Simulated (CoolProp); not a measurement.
R143a at 234.31 K and 0.0496 MPa flows at 0.85 m/s in a round tube of 1 mm bore and 15 µm roughness, fully developed (64/Re and Nu = 3.66 if laminar; Colebrook and Gnielinski if turbulent). Each further row changes one setting.

Computed with CoolProp (reference Helmholtz-energy equation of state, Lemmon and Jacobsen 2000).

```tsv
case	Reynolds number	Darcy friction factor	pressure drop (Pa/m)	heat-transfer coefficient (W/(m² K))	mass flow (kg/h)
as stated	…	…	…	34.9	…
velocity 1.7 m/s	425	0.151	…	34.9	…
diameter 2 mm	425	0.151	…	17.5	…
```

Q: What belongs in the gaps?

A: 
- as stated, Reynolds number: 213
- as stated, Darcy friction factor: 0.301
- as stated, pressure drop (Pa/m): 238
- as stated, mass flow (kg/h): 0.00525
- velocity 1.7 m/s, pressure drop (Pa/m): 475
- velocity 1.7 m/s, mass flow (kg/h): 0.0105
- diameter 2 mm, pressure drop (Pa/m): 59.4
- diameter 2 mm, mass flow (kg/h): 0.0210

Viscosity comes from a separate model (Klein 1997), an estimate that may be off by 10 % or more. Thermal conductivity comes from a separate model (McLinden 2000), an estimate that may be off by 10 % or more.
